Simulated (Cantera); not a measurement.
Input: 1 mol TEOS, 1.2 mol CO2, 4.5 mol H2, at 975 K and 1200 Pa.

Cantera equilibrium calculation (NASA polynomials, part measured and part estimated; ideal gas, pure solids and liquids). Candidate condensed phases: C, C6H6, C7H8, C8H18, H2O, Si, SiC, SiO2; 123 gas species. The feed counts by its element totals alone. Rates play no part.

Base state: H2 0.766, CO 0.231, H2O 0.00128, CH4 0.000885, CO2 0.000615 (mole fractions); condensed: C(graphite) + SiO2(β-quartz).

What changes in the equilibrium state with this change: temperature from 975 K to 1248.15 K?


```json
[
 {"species": "H2", "before": "0.766", "after": "0.767"},
 {"species": "CO", "before": "0.231", "after": "0.233"},
 {"species": "CH4", "before": "0.000885", "after": "7.86e-5"},
 {"species": "H2O", "before": "0.00128", "after": "3.29e-5"},
 {"species": "CO2", "before": "0.000615", "after": "6.41e-6"},
 {"species": "C(graphite), mol", "before": "4.82", "after": "4.80"},
 {"species": "SiO2(β-quartz), mol", "before": "1.00", "after": "1.000"}
]
```
The tables hold silica as quartz up to 1696 K and as liquid above; real silica turns to tridymite and cristobalite and melts near 1996 K.

What changes in the equilibrium state with this change: temperature from 975 K to 1800 K?


```csv
species,before,after
H2,0.766,0.691
CO,0.231,0.304
H,9.14e-9,0.00272
SiO,<1e-9,0.00169
C2H2 (acetylene),<1e-9,0.000121
CO2,0.000615,8.28e-8
"C(graphite), mol",4.82,1.87
"SiO2(β-quartz), mol",1.00,0
"SiC(s), mol",0,0.964
```

What changes in the equilibrium state with this change: temperature from 975 K to 1825 K?


| species | before | after |
|---|---|---|
| H2 | 0.766 | 0.691 |
| CO | 0.231 | 0.304 |
| H | 9.14e-9 | 0.00334 |
| SiO | <1e-9 | 0.00181 |
| C2H2 (acetylene) | <1e-9 | 0.000148 |
| Si | <1e-9 | 1.02e-5 |
| CO2 | 0.000615 | 7.14e-8 |
| C(graphite), mol | 4.82 | 1.87 |
| SiO2(β-quartz), mol | 1.00 | 0 |
| SiC(s), mol | 0 | 0.962 |
